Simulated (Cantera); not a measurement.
A Cantera script and what it prints.

```python
import numpy as np
import cantera as ct

gas_names = """
    Cu CuF CuF2 Cu2 F F2 H HF H2 H2F2 H3F3 H4F4 H5F5 H6F6 H7F7 N NF NF2 NF3 NH NH2 NH3 N2 N2H2 N2H4
""".split()
cond_names = """
    Cu(cr) Cu(L) CuF2(s) CuF2(L)
""".split()


# ... load() reads the species with a 1 bar reference pressure and builds the phases ...
atoms = {
    'Cu': {'Cu': 1},
    'HF': {'H': 1, 'F': 1},
    'N2': {'N': 2},
}
top_T = {}  # K; cautious upper limits of use, not melting points


# ... equilibrate(T, P, feed) seeds the gas with the atoms and calls Mixture.equilibrate('TP', solver="vcs", rtol=1e-11, max_steps=5000) ...
results = []
feed = {'Cu': 1, 'HF': 6.3, 'N2': 5}  # mol
T = 950  # K
P = 150  # Pa
mix = equilibrate(T, P, feed)
results.append((T, P, feed, dict(zip(mix.species_names, mix.species_moles))))
print(gas.report(threshold=0.001))
for i in range(1, mix.n_phases):
    print(f"{mix.phase(i).name:16s} {mix.phase_moles(i):12.5e} mol")
```

Result:

```
       temperature   950 K
          pressure   150 Pa
           density   0.00044722 kg/m^3
  mean mol. weight   23.55 kg/kmol
   phase of matter   gas

                          1 kg             1 kmol
                     ---------------   ---------------
          enthalpy       -5.6266e+06        -1.325e+08  J
   internal energy        -5.962e+06        -1.404e+08  J
           entropy             11712        2.7581e+05  J/K
    Gibbs function       -1.6753e+07       -3.9452e+08  J
 heat capacity c_p            1319.3             31069  J/K
 heat capacity c_v            966.22             22754  J/K

                      mass frac. Y      mole frac. X     chem. pot. / RT
                     ---------------   ---------------   ---------------
                HF           0.47364           0.55752           -64.153
                N2           0.52636           0.44248           -32.049
     [  +23 minor]        5.8671e-06        2.4867e-06

Cu(cr)            9.99981e-01 mol
CuF2(s)           0.00000e+00 mol
```

Cantera equilibrium calculation (NASA polynomials, part measured and part estimated; ideal gas, pure solids and liquids).
